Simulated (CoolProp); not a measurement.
Vapour-liquid equilibrium of C2F6 (R116) (1) + R22 (2) at 0.904 MPa; x and y are mole fractions of (1).

Computed with CoolProp (multi-fluid Helmholtz-energy mixture model, Lemmon 2006 and Kamei 1995; pair parameters Bell 2016).

```tsv
x	bubble temperature (K)	y at the bubble point	dew temperature at overall composition x (K)	liquid density (mol/L)
0.05	281.4	0.282	291.0	14.04
0.15	267.2	0.557	287.0	13.77
0.25	260.5	0.663	282.8	13.25
0.35	257.0	0.715	278.2	12.65
0.45	254.9	0.748	273.2	12.06
0.55	253.4	0.777	267.6	11.50
0.65	252.0	0.808	261.4	10.98
0.75	250.7	0.845	254.9	10.53
0.85	249.5	0.893	250.5	10.13
0.95	248.7	0.958	248.7	9.778
```

No azeotrope shows between x = 0.05 and 0.95.

Pair parameters are fitted to limited data, so mixtures are less certain than the pure fluids. With so large a gap from Raoult's law the liquid may split in two, which this calculation doesn't test in full.
